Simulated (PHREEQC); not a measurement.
A solution holds 7.8 mmol/kgw HF, 0.19 mmol/kgw (NH4)2SiF6, 0.14 mmol/kgw HBF4 and 0.17 mmol/kgw HCl, at 69 °C. Closed to the air; pH follows from the charge balance.

Model: ion-association model, phreeqc.dat, run in PHREEQC.

```csv
quantity,before,after
pH,2.83,4.29
ionic strength (mol/kgw),0.00206,0.00825
HF (mol/kgw),0.00699,0.00130
F- (mol/kgw),0.00141,0.00797
H4SiO4 (mol/kgw),7.55e-5,0.000179
H3BO3 (mol/kgw),5.08e-5,0.000110
SI of Quartz (SiO2),-0.71,-0.33
```

**Question.** What was changed between the two runs?
(A) HF from 0.0078 to 0.00702 mol/kgw
(B) HF replaced by NH4F at the same molality
(C) diluted 100-fold with water
(D) HF from 0.0078 to 0.0117 mol/kgw
(E) HF from 0.0078 to 0.078 mol/kgw

**Answer.** B, HF replaced by NH4F at the same molality

Precipitation was switched off in this run. At this temperature some constants are extrapolated from 25 °C, and those without enthalpy data are left unchanged. SiF6-2 is the database's only silicon fluoride. Real BF4- forms and hydrolyses slowly; the run takes it at equilibrium.
